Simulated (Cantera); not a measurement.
## Low-pressure radical oxidation in H2/O2

An isothermal, constant-pressure homogeneous reactor starts with 3.75 % H₂, 96.2 % O₂, equivalence ratio 0.019, at 1050 K and 0.0120 bar.

Detailed kinetics in Cantera: GRI-Mech 3.0 (53 species, 325 reactions). Radical loss at walls, strong at low pressure, is not modelled. The temperature is held fixed by assumption; the heat of reaction is taken as removed at once.

| t (s) | x H₂ | x O₂ | x HO₂ | x OH | x O |
|---|---|---|---|---|---|
| 0.000200 | 0.0375 | 0.962 | 2.33e-10 | 1.05e-10 | 1.40e-10 |
| 0.000843 | 0.0375 | 0.962 | 1.01e-9 | 1.54e-9 | 2.76e-9 |
| 0.00356 | 0.0375 | 0.962 | 8.44e-8 | 3.86e-6 | 7.24e-6 |
| 0.0150 | 0.000529 | 0.941 | 4.20e-6 | 0.00148 | 0.0179 |
| 0.0632 | 0.000144 | 0.956 | 2.88e-6 | 0.000761 | 0.00537 |
| 0.267 | 1.34e-5 | 0.961 | 9.52e-7 | 0.000232 | 0.000515 |
| 1.12 | 8.90e-7 | 0.962 | 1.54e-7 | 6.21e-5 | 3.65e-5 |
| 4.74 | 8.27e-8 | 0.962 | 2.12e-8 | 1.95e-5 | 3.59e-6 |
| 20.0 | 1.15e-8 | 0.962 | 3.59e-9 | 7.45e-6 | 5.21e-7 |
x: mole fraction; the columns are a selection and need not sum to one.

Equilibrium at this temperature and pressure: H₂ 1.30e-10, O₂ 0.962, HO₂ 1.28e-9, OH 8.00e-7, O 6.03e-9 (gas phase only).
